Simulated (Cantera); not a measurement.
Boron, boron nitride and boron oxide: borazine + H₂

Input: 1 mol borazine, 4.9 mol H₂, at 1300 K and 0.260 bar.

Cantera equilibrium calculation (NASA polynomials, part measured and part estimated; ideal gas, pure solids and liquids). Candidate condensed phases: B, BN; 15 gas species. The feed counts by its element totals alone. The numbers say what is thermodynamically allowed, not how fast it happens.

| Quantity | Value |
|---|---|
| x(H₂) | 1.000 |
| x(H) | 2.17e-6 |
| n(BN(s)) | 3.00 mol |
| gas amount | 7.900 mol |
| log10 activity of B(s) (absent) | -1.43 |
